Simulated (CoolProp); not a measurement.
Vapour-liquid equilibrium of dimethyl ether (1) + 1-butene (2) at 308.8 K; x and y are mole fractions of (1).

Model: multi-fluid Helmholtz-energy mixture model, Wu 2011 and Lemmon 2005; pair parameters Bell 2016, in CoolProp.

| x | bubble pressure (kPa) | y at the bubble point | dew pressure at overall composition x (kPa) | liquid density (mol/L) |
|---|---|---|---|---|
| 0.05 | ___ | 0.102 | 418.5 | 10.37 |
| 0.15 | 483.9 | 0.268 | 446.5 | 10.65 |
| 0.25 | 531.3 | 0.400 | 477.8 | 10.94 |
| 0.35 | 575.2 | ___ | ___ | 11.26 |
| 0.45 | 615.7 | 0.600 | 551.1 | 11.59 |
| 0.55 | 653.4 | ___ | ___ | 11.95 |
| 0.65 | 688.4 | 0.756 | 638.6 | 12.34 |
| 0.75 | 721.0 | 0.826 | 685.5 | 12.76 |
| 0.85 | 751.5 | 0.895 | 731.7 | 13.22 |
| 0.95 | 779.9 | 0.964 | 774.3 | 13.71 |

**Question.** Some entries are withheld; supply them.

**Answer.** 
- 0.05, bubble pressure (kPa): 432.6
- 0.35, y at the bubble point: 0.508
- 0.35, dew pressure at overall composition x (kPa): 512.6
- 0.55, y at the bubble point: 0.682
- 0.55, dew pressure at overall composition x (kPa): 593.3

No azeotrope shows between x = 0.05 and 0.95.

Pair parameters are fitted to limited data, so mixtures are less certain than the pure fluids.
